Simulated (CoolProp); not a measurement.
Vapour-liquid equilibrium of toluene (1) + n-octane (2) at 233.75 °C; x and y are mole fractions of (1).

Model: multi-fluid Helmholtz-energy mixture model, Lemmon 2006 and Beckmüller 2019; pair parameters Bell 2016, in CoolProp.

Task: Give the bubble pressure and the first vapour's composition at x = 0.05, 0.575, 0.8. Is there an azeotrope?

Result: x = 0.05: 1.019 MPa, y = 0.065; x = 0.575: 1.228 MPa, y = 0.618; x = 0.8: 1.282 MPa, y = 0.818. No azeotrope shows between x = 0.05 and 0.95.

The pair parameters rest on a limited set of measurements; away from them the model extrapolates.
